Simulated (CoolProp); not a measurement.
A closed Brayton cycle with carbon dioxide: compressor inlet 312.15 K and 9.7 MPa, high pressure 32.2 MPa, turbine inlet 910 K, compressor efficiency 0.89, turbine efficiency 0.85, recuperator effectiveness 0.9 (on enthalpy, no pinch check). Each further row changes one setting.

Values from CoolProp's reference Helmholtz-energy equation of state, Span 1996.

```csv
case,thermal efficiency (%),net work (kJ/kg),compressor to turbine work,compressor exit (K),turbine exit (K)
as stated,37.8,129,0.22,352.9,766.0
turbine inlet 860 K,36.5,118,[?],352.9,720.8
compressor inlet 322.15 K,[?],113,0.31,399.3,766.0
high pressure 27.4 MPa,36.2,115,0.20,[?],[?]
recuperator effectiveness 0.5,[?],129,0.22,352.9,766.0
```

Complete the blanks.


- turbine inlet 860 K, compressor to turbine work: 0.23
- compressor inlet 322.15 K, thermal efficiency (%): 36.4
- high pressure 27.4 MPa, compressor exit (K): 346.4
- high pressure 27.4 MPa, turbine exit (K): 784.7
- recuperator effectiveness 0.5, thermal efficiency (%): 23.8
